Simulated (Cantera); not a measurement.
Cantera run, input and output.

```python
import numpy as np
import cantera as ct

gas = ct.Solution("gri30.yaml")


def delay(T, t_max=10):
    gas.TPX = T, 47000, {'CH4': 1, 'O2': 1.11, 'N2': 4.18}
    reactor = ct.IdealGasConstPressureReactor(gas, clone=False)
    net = ct.ReactorNet([reactor])
    net.rtol, net.atol = 1e-8, 1e-16
    while net.time < t_max:
        t_old, T_old = net.time, reactor.T
        net.step()
        if reactor.T > T + 400:  # ignition: a rise of 400 K
            return t_old + (T + 400 - T_old) / (reactor.T - T_old) * (net.time - t_old)
    return np.nan


taus = []
for T in [1175, 1275, 1375, 1475, 1575, 1675, 1775, 1875, 1975, 2075]:
    taus.append(delay(T))
    print(f"T0 = {T:6g} K   tau = {taus[-1]:.4e} s")
```

It prints:

```
T0 =   1175 K   tau = 1.7245e-01 s
T0 =   1275 K   tau = 4.0605e-02 s
T0 =   1375 K   tau = 1.0989e-02 s
T0 =   1475 K   tau = 3.4437e-03 s
T0 =   1575 K   tau = 1.2755e-03 s
T0 =   1675 K   tau = 5.5591e-04 s
T0 =   1775 K   tau = 2.7673e-04 s
T0 =   1875 K   tau = 1.5244e-04 s
T0 =   1975 K   tau = 9.0787e-05 s
T0 =   2075 K   tau = 5.7545e-05 s
```

Computed with Cantera and GRI-Mech 3.0 (53 species, 325 reactions).
